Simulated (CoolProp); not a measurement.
Saturation properties of propane.

Model: reference Helmholtz-energy equation of state, Lemmon 2009, in CoolProp.

```
T (K)   p (MPa)  liquid cp (kJ/(kg K))  vapour Z  surface tension (mN/m)  vapour viscosity (µPa s)
-----  --------  ---------------------  --------  ----------------------  ------------------------
167.3  0.001726                  2.041    0.9983                    24.1                      4.67
172.8  0.002814                  2.053    0.9974                    23.4                      4.81
178.3  0.004432                  2.066    0.9963                    22.7                      4.96
183.8  0.006768                  2.080    0.9949                    22.0                      5.10
189.3   0.01005                  2.095    0.9932                    21.3                      5.24
194.8   0.01454                  2.111    0.9909                    20.5                      5.38
200.3   0.02057                  2.128    0.9883                    19.8                      5.52
205.7   0.02831                  2.145    0.9851                    19.1                      5.66
211.2   0.03846                  2.165    0.9814                    18.3                      5.80
216.7   0.05134                  2.186    0.9771                    17.6                      5.94
```

It boils at 231.0 K under 1 atm.

Viscosity comes from a separate model (Vogel 1998). Surface tension comes from a separate correlation (Mulero 2012).
